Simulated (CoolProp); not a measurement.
Vapour-liquid equilibrium of propylene (1) + R114 (2) at 331.4 K; x and y are mole fractions of (1).

The numbers come from the multi-fluid Helmholtz-energy mixture model, Lemmon 2013 and Platzer 1990; pair parameters Bell 2016 in CoolProp. This equation is an older, rougher fit; its heat capacities, sound speeds and derivatives of the liquid may be far off and weren't checked against measurements.

**Question.** Give the bubble pressure and the first vapour's composition at x = 0.05, 0.35, 0.5. Is there an azeotrope?

**Answer.** x = 0.05: 660.0 kPa, y = 0.177; x = 0.35: 1279 kPa, y = 0.649; x = 0.5: 1558 kPa, y = 0.751. No azeotrope shows between x = 0.05 and 0.95.

The pair parameters rest on a limited set of measurements; away from them the model extrapolates.
